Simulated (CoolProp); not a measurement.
Vapour-liquid equilibrium of CHF3 (R23) (1) + C2F6 (R116) (2) at 260.1 K; x and y are mole fractions of (1).

The numbers come from the multi-fluid Helmholtz-energy mixture model, Penoncello 2003 and Lemmon 2006; pair parameters Bell 2016 in CoolProp.

Question: Give the bubble pressure and the first vapour's composition at x = 0.2, 0.35, 0.8. Is there an azeotrope?

Answer: x = 0.2: 1701 kPa, y = 0.311; x = 0.35: 1874 kPa, y = 0.442; x = 0.8: 1955 kPa, y = 0.760. y crosses x between x = 0.5 and 0.65: the model has an azeotrope there.

The pair parameters rest on a limited set of measurements; away from them the model extrapolates.
